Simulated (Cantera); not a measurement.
Charge: 1 mol Pb, 1.1 mol H2, 30 mol N2, equilibrated at 948.15 K and 0.190 bar.

Method: chemical equilibrium by Gibbs-energy minimisation in Cantera with the NASA 1993 tables (ideal gas, pure condensed phases). Candidate condensed phases: Pb; 11 gas species. Kinetics and transport are ignored.

Base state: N2 0.965, H2 0.0354, Pb 2.53e-5 (mole fractions); condensed: Pb(l).

### Question
What changes in the equilibrium state with this change: Pb replaced by HgO?

### Answer
| species | before | after |
|---|---|---|
| N2 | 0.965 | 0.935 |
| Hg | 0 | 0.0312 |
| H2O | 0 | 0.0312 |
| H2 | 0.0354 | 0.00312 |
| Pb | 2.53e-5 | 0 |
| Pb(l), mol | 0.999 | 0 |
Further candidate phases: H2O, Hg, HgO.

### Question
What changes in the equilibrium state with this change: temperature from 948.15 K to 1598.15 K?

### Answer
| species | before | after |
|---|---|---|
| N2 | 0.965 | 0.935 |
| H2 | 0.0354 | 0.0343 |
| Pb | 2.53e-5 | 0.0311 |
| H | <1e-9 | 2.26e-5 |
| Pb(l), mol | 0.999 | 0 |
